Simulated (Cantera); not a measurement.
Stirred combustor or abatement burner

A perfectly stirred reactor is fed with CH4 : O2 : N2 : CO2 = 1 : 2.74 : 10.3 : 0.95 (molar parts), at 101000 Pa; it is adiabatic with a 650 K inlet, and is followed from long to short residence time, starting on the burning branch (τ in s: 0.21, 0.093, 0.04, 0.018, 0.0076, 0.0033, 0.0014, 0.00062, 0.00027, 0.00012, 5.1e-05).

Model: GRI-Mech 3.0 (53 species, 325 reactions), integrated in Cantera.

| τ (s) | T (K) | x CH4 | x O2 | x CO2 | x C2H | x HCO |
|---|---|---|---|---|---|---|
| 0.21 | 2017 | 2.77e-6 | 0.0493 | 0.129 | <1e-12 | 8.36e-9 |
| 0.093 | 2013 | 5.41e-6 | 0.0495 | 0.128 | <1e-12 | 1.91e-8 |
| 0.040 | 2005 | 1.02e-5 | 0.0498 | 0.127 | 2.79e-12 | 4.50e-8 |
| 0.018 | 1991 | 1.77e-5 | 0.0503 | 0.126 | 6.41e-12 | 1.02e-7 |
| 0.0076 | 1967 | 3.17e-5 | 0.0511 | 0.124 | 1.38e-11 | 2.46e-7 |
| 0.0033 | 1935 | 5.65e-5 | 0.0524 | 0.121 | 2.72e-11 | 5.75e-7 |
| 0.0014 | 1890 | 0.000106 | 0.0542 | 0.117 | 5.38e-11 | 1.36e-6 |
| 0.00062 | 1836 | 0.000205 | 0.0566 | 0.112 | 1.09e-10 | 3.04e-6 |
| 0.00027 | 1769 | 0.000443 | 0.0602 | 0.105 | 2.61e-10 | 6.87e-6 |
| 0.00012 | 1686 | 0.00118 | 0.0666 | 0.0962 | 8.56e-10 | 1.55e-5 |
| 5.1e-5 | 650 | 0.0667 | 0.183 | 0.0634 | <1e-12 | <1e-12 |
x: mole fraction; the columns are a selection and need not sum to one.
